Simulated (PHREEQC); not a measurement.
Metal-bearing waste water

Consider water at 25 °C with 0.097 mol MnSO4, 0.41 mol CaCl2, 0.00042 mol NaF and 0.0029 mol Na2SO4 per kg of water. Closed to the air; pH follows from the charge balance.

Model: ion-association model, wateq4f.dat, run in PHREEQC.

This is a speciation only: nothing precipitates in the calculation.

### Question
Predict the pH, ionic strength, activity of water.

### Answer
pH 6.39; ionic strength 1.29 mol/kgw; activity of water 0.977.

### Question
In which forms is Na present?

### Answer
Na+ 97 %, NaSO4- 2.5 % of the Na.

Saturation is exceeded, for instance for Fluorite, Gypsum; the values hold only as long as no solid forms. The ionic strength is past about 0.7 mol/kgw, beyond the range of this activity model, so the values are rough. Complexes and solids missing from the database can't appear.
